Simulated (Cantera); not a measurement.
A Cantera script and what it prints.

```python
import numpy as np
import cantera as ct

gas_names = """
    C CH CH2 CH3 CH2OH CH3O CH4 CH3OH CN CO CO2 COOH C2 C2H CHCO,ketyl C2H2,acetylene C2H2,vinylidene
    CH2CO,ketene C2H3,vinyl CH3CN CH3CO,acetyl C2H4 C2H4O,ethylen CH3CHO,ethanal CH3COOH (HCOOH)2 C2H5
    C2H6 CH3OCH3 C2H5OH CCN CNC C2N2 C2O C3 C3H3,propargyl C3H4,allene C3H4,propyne C3H4,cyclo-
    C3H5,allyl C3H6,propylene C3H6,cyclo- C3H6O C3H7,n-propyl C3H7,i-propyl C3H8 C3H8O,1propanol
    C3H8O,2propanol C3O2 C4 C4H2 C4H4,1,3-cyclo- C4H6,butadiene C4H6,2-butyne C4H6,cyclo- C4H8,1-butene
    C4H8,cis2-buten C4H8,tr2-butene C4H8,isobutene C4H8,cyclo- (CH3COOH)2 C4H9,n-butyl C4H9,i-butyl
    C4H9,s-butyl C4H9,t-butyl C4H10,isobutane C4H10,n-butane C4N2 C5 C5H6,1,3cyclo- C5H8,cyclo-
    C5H10,1-pentene C5H10,cyclo- C5H11,pentyl C5H11,t-pentyl C5H12,n-pentane C5H12,i-pentane
    CH3C(CH3)2CH3 C6H2 C6H5,phenyl C6H5O,phenoxy C6H6 C6H5OH,phenol C6H10,cyclo- C6H12,1-hexene
    C6H12,cyclo- C6H13,n-hexyl C7H7,benzyl C7H8 C7H8O,cresol C7H14,1-heptene C7H15,n-heptyl
    C7H16,n-heptane C8H8,styrene C8H10,ethylbenz C8H16,1-octene C8H17,n-octyl C8H18,isooctane
    C8H18,n-octane C9H19,n-nonyl C10H8,naphthale C10H21,n-decyl C12H9,o-bipheny C12H10,bipheny H HCN HCO
    HCCN HNC HNCO HNO HNO2 HNO3 HO2 H2 HCHO,formaldehy HCOOH H2O H2O2 N NCO NH NH2 NH3 NH2OH NO NO2 NO3
    N2 N2H2 N2H4 N2O O OH O2 O3
""".split()
cond_names = """
    C(gr) C6H6(L) C7H8(L) C8H18(L),n-octa H2O(s) H2O(L)
""".split()


def load(file, names, dense=False):
    # The tables refer to 1 bar. Condensed volumes are neglected.
    table = {s.name: s for s in ct.Species.list_from_file(file)}
    out = []
    for n in names:
        d = dict(table[n].input_data)
        d["thermo"] = dict(d["thermo"], **{"reference-pressure": 1e5})
        if dense:
            d["equation-of-state"] = {"model": "constant-volume", "density": "1e6 g/cm^3"}
        out.append(ct.Species.from_dict(d))
    return out


gas = ct.Solution(thermo="ideal-gas", species=load("nasa_gas.yaml", gas_names))
cond = {s.name: ct.Solution(thermo="fixed-stoichiometry", species=[s], name=s.name)
        for s in load("nasa_condensed.yaml", cond_names, dense=True)}
atoms = {
    'C2H2': {'C': 2, 'H': 2},
    'NH3': {'N': 1, 'H': 3},
    'O2': {'O': 2},
}
top_T = {'C(gr)': 4500}  # K; cautious upper limits of use, not melting points


def equilibrate(T, P, feed):
    n = {}
    for name, mol in feed.items():
        for a, k in atoms[name].items():
            n[a] = n.get(a, 0.0) + k * mol
    gas.TPX = T, P, n
    mass = sum(n.values()) * gas.mean_molecular_weight
    gas.equilibrate("TP")
    valid = [c for c in cond.values() if c.min_temp <= T <= top_T.get(c.name, c.max_temp)]
    mix = ct.Mixture([(gas, mass / gas.mean_molecular_weight)] + [(c, 0.0) for c in valid])
    mix.T, mix.P = T, P
    mix.equilibrate("TP", solver="vcs", rtol=1e-11, max_steps=5000)
    return mix


results = []
T = 2823.15  # K
P = 1000  # Pa
for m in [0.17, 0.24, 0.32, 0.39, 0.47, 0.54, 0.62, 0.69, 0.77, 0.84, 0.92, 0.99]:
    feed = {'C2H2': 1, 'NH3': 1.8, 'O2': m}  # mol
    mix = equilibrate(T, P, feed)
    results.append((T, P, feed, dict(zip(mix.species_names, mix.species_moles))))

top = {s: max(r[3][s] / sum(r[3][g] for g in gas_names) for r in results) for s in gas_names}
cols = sorted((s for s in top if top[s] > 0.001), key=lambda s: -top[s])[:7]
seen = [c for c in cond_names if any(r[3].get(c, 0) > 1e-12 for r in results)]
print("log10 of partial pressures in bar; condensed amounts in mol")
print(f"{'n(O2)':>10s}" + "".join(f"{s[:9]:>10s}" for s in cols + seen))
for T, P, feed, n in results:
    ng = sum(n[g] for g in gas_names)
    print(f"{feed['O2']:10.4g}" + "".join(f"{np.log10(max(n[s] / ng * P / 1e5, 1e-99)):10.3f}" for s in cols)
          + "".join(f"{n.get(c, 0):10.4g}" for c in seen))
```

Result:

```
log10 of partial pressures in bar; condensed amounts in mol
     n(O2)         H        H2        CO        N2       HCN C2H2,acet       HNC     C(gr)
      0.17    -2.318    -2.531    -3.287    -2.924    -3.568    -3.975    -4.357     1.158
      0.24    -2.324    -2.544    -3.147    -2.934    -3.579    -3.988    -4.368     1.016
      0.32    -2.331    -2.559    -3.033    -2.945    -3.592    -4.002    -4.381    0.8551
      0.39    -2.338    -2.571    -2.957    -2.955    -3.603    -4.014    -4.392    0.7139
      0.47    -2.344    -2.585    -2.887    -2.965    -3.615    -4.028    -4.404    0.5524
      0.54    -2.350    -2.596    -2.835    -2.974    -3.625    -4.040    -4.414    0.4112
      0.62    -2.357    -2.610    -2.785    -2.984    -3.637    -4.053    -4.426    0.2497
      0.69    -2.362    -2.621    -2.748    -2.993    -3.647    -4.064    -4.436    0.1084
      0.77    -2.367    -2.631    -2.710    -2.999    -3.683    -4.131    -4.472         0
      0.84    -2.369    -2.634    -2.680    -2.995    -3.783    -4.335    -4.572         0
      0.92    -2.371    -2.638    -2.649    -2.987    -3.994    -4.764    -4.783         0
      0.99    -2.372    -2.640    -2.625    -2.972    -4.778    -6.347    -5.567         0
```

Cantera equilibrium calculation (NASA polynomials, part measured and part estimated; ideal gas, pure solids and liquids).
